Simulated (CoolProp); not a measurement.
Vapour-liquid equilibrium of o-xylene (1) + n-nonane (2) at 28.1 kPa; x and y are mole fractions of (1).

Values from CoolProp's multi-fluid Helmholtz-energy mixture model, Zhou 2012 and Lemmon 2006; pair parameters Bell 2016.

| x | bubble temperature (K) | y at the bubble point | dew temperature at overall composition x (K) | liquid density (mol/L) |
|---|---|---|---|---|
| 0.05 | 380.7 | 0.072 | 380.9 | 5.135 |
| 0.2 | 378.8 | 0.262 | 379.4 | 5.435 |
| 0.35 | 377.4 | 0.421 | 378.0 | 5.762 |
| 0.5 | 376.2 | 0.560 | 376.7 | 6.121 |
| 0.65 | 375.4 | 0.687 | 375.6 | 6.517 |
| 0.8 | 375.0 | 0.813 | 375.0 | 6.957 |
| 0.95 | 374.8 | 0.949 | 374.8 | 7.447 |

y crosses x between x = 0.8 and 0.95: the model has an azeotrope there.

The pair parameters rest on a limited set of measurements; away from them the model extrapolates.
